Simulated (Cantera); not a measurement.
# Reactions in the system B-N-O

Cantera with NASA thermochemical tables; ideal gases at 1 bar, condensed phases pure. Values are per mole of reaction as written; species without (g) are pure solids or liquids, kept so even where they would boil at 1 bar.

N2(g) + B2O3(g) = 2 BN + 3 O(g)

```tsv
T (K)	ΔH° (kJ)	ΔS° (J/K)	ΔG° (kJ)	log10 K
1450	1104.9	66.4	1008.7	-36.34
1650	1109.5	69.3	995.1	-31.50
1850	1113.9	71.9	981.0	-27.70
2050	1118.2	74.1	966.4	-24.62
2250	1122.3	76.0	951.4	-22.09
```
